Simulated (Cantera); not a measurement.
Input: 1 mol Fe(CO)5, a varied amount of O2, 0.38 mol H2, equilibrated at 1648 K and 1.50 bar.

These are equilibrium values from Cantera (NASA tables, ideal gas, pure condensed phases), not measurements of a reactor. Candidate condensed phases: C, C6H6, C7H8, C8H18, Fe, Fe(CO)5, FeO, Fe(OH)2, Fe(OH)3, Fe2O3, Fe3O4, H2O; 114 gas species. Kinetics and transport are ignored.

**Question.** At 0.096 mol O2, list the 5 most abundant gas species with their mole fractions, and the condensed phases.

**Answer.** CO 0.900, H2 0.0640, CO2 0.0291, H2O 0.00662, H 1.84e-5. Condensed: Fe(γ).
